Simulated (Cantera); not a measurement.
Input: 1 mol SiF4, 22 mol N2, equilibrated at 0.00133 bar.

Cantera equilibrium calculation (NASA polynomials, part measured and part estimated; ideal gas, pure solids and liquids). Candidate condensed phases: Si, Si3N4; 16 gas species. The tables' values for SiF3, SiF2 are old estimates; treat these amounts as uncertain. Equilibrium is a limit: real reactors are often held back by kinetics, nucleation or transport. All values below are at 1800 °C.

Base state: N2 0.955, SiF4 0.0415, F 0.00189, SiF3 0.00184, SiF2 2.25e-5 (mole fractions); condensed: gas only.

Problem. What changes in the equilibrium state with this change: pressure from 0.00133 bar to 0.133 bar?

Solution. 
```json
[
 {"species": "N2", "before": "0.955", "after": "0.956"},
 {"species": "SiF4", "before": "0.0415", "after": "0.0433"},
 {"species": "F", "before": "0.00189", "after": "0.000191"},
 {"species": "SiF3", "before": "0.00184", "after": "0.000190"},
 {"species": "SiF2", "before": "2.25e-5", "after": "2.30e-7"}
]
```
The tables' values for SiF3 are old estimates; treat these amounts as uncertain.
